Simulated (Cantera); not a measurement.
Charge: 1 mol Fe₂O₃, 0.91 mol H₂, equilibrated at 1 atm.

Equilibrium computed with Cantera from the NASA thermochemical tables; the gas is ideal and each condensed phase is pure. Candidate condensed phases: Fe, FeO, Fe(OH)₂, Fe(OH)₃, Fe₂O₃, Fe₃O₄, H₂O; 12 gas species. Mutual solubility and eutectic melting of coexisting phases are not modelled. The tables' stoichiometric FeO is somewhat more stable than real wüstite, so its field is too wide. FeO: taken at fixed stoichiometry. Kinetics and transport are ignored. All values below are at 1223 K.

Base state: H₂O 0.964, H₂ 0.0356 (mole fractions); condensed: FeO(s) + Fe₃O₄(s).

### Question
What changes in the equilibrium state with this change: Fe₂O₃ replaced by PbO?

### Answer
```json
[
 {"species": "H₂O", "before": "0.964", "after": "0.999"},
 {"species": "Pb", "before": "0", "after": "0.000896"},
 {"species": "H₂", "before": "0.0356", "after": "0.000340"},
 {"species": "PbO", "before": "0", "after": "0.000107"},
 {"species": "FeO(s), mol", "before": "1.63", "after": "0"},
 {"species": "Fe₃O₄(s), mol", "before": "0.122", "after": "0"},
 {"species": "Pb(l), mol", "before": "0", "after": "0.909"},
 {"species": "PbO(l), mol", "before": "0", "after": "0.0902"}
]
```
Each liquid is taken as pure. Gases not in the tables: (PbO)n polymers. Further candidate phases: Pb, PbO, PbO₂, Pb₃O₄.
